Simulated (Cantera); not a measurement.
An isothermal, constant-pressure homogeneous reactor starts with 4.67 % CH4, 95.3 % H2, 0.0200 % N2, at 1850 K and 20.0 Torr.

Computed with Cantera and GRI-Mech 3.0 (53 species, 325 reactions). GRI-Mech 3.0 stops at C3 and has no aromatics, soot or wall deposition, so with more carbon than oxygen in the feed, carbon stays in small species such as C2H2 where larger ones or solid carbon would form. Radical loss at walls, strong at low pressure, is not modelled.

**Question.** Predict: x(CH4) at 3.00 s; x(H2) at 3.00 s; x(HCN) at 3.00 s; x(C2H2) at 3.00 s; x(C2H4) at 3.00 s; x(C2H) at 3.00 s.

**Answer.** 
```json
{
 "x(CH4) at 3.00 s": "0.000401 (gas-phase equilibrium 0.000153)",
 "x(H2) at 3.00 s": "0.974 (gas-phase equilibrium 0.974)",
 "x(HCN) at 3.00 s": "7.75e-9 (gas-phase equilibrium 0.000354)",
 "x(C2H2) at 3.00 s": "0.0221 (gas-phase equilibrium 0.0220)",
 "x(C2H4) at 3.00 s": "9.54e-6 (gas-phase equilibrium 9.48e-6)",
 "x(C2H) at 3.00 s": "7.96e-7 (gas-phase equilibrium 7.96e-7)"
}
```
